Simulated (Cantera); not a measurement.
Input: 1 mol Pb, 7.3 mol H2O, 5.3 mol N2, 19 mol NH3, at 1400 K and 1.80 bar.

These are equilibrium values from Cantera (NASA tables, ideal gas, pure condensed phases), not measurements of a reactor. Candidate condensed phases: H2O, Pb, PbO, PbO2, Pb3O4; 27 gas species. The numbers say what is thermodynamically allowed, not how fast it happens.

Base state: H2 0.560, N2 0.291, H2O 0.144, Pb 0.00484, NH3 3.49e-5 (mole fractions); condensed: Pb(l).

**Question.** What changes in the equilibrium state with this change: temperature from 1400 K to 1725 K?

**Answer.** 
| species | before | after |
|---|---|---|
| H2 | 0.560 | 0.552 |
| N2 | 0.291 | 0.287 |
| H2O | 0.144 | 0.141 |
| Pb | 0.00484 | 0.0194 |
| H | 2.71e-6 | 0.000103 |
| NH3 | 3.49e-5 | 1.36e-5 |
| Pb(l), mol | 0.754 | 0 |
